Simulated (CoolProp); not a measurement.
Computed with CoolProp (reference Helmholtz-energy equation of state, Thol 2019).

**Question.** For dodecamethylpentasiloxane (MD3M), give the phase and the cp (kJ/(kg K)), expansivity (1/kK) at 503 K and 748 kPa; 437.8 K and 43.5 kPa; 525 K and 101 kPa.

**Answer.** 
- 503 K and 748 kPa: liquid; cp 2.15, expansivity 1.88
- 437.8 K and 43.5 kPa: liquid; cp 2.02, expansivity 1.48
- 525 K and 101 kPa: gas; cp 1.95, expansivity 2.75
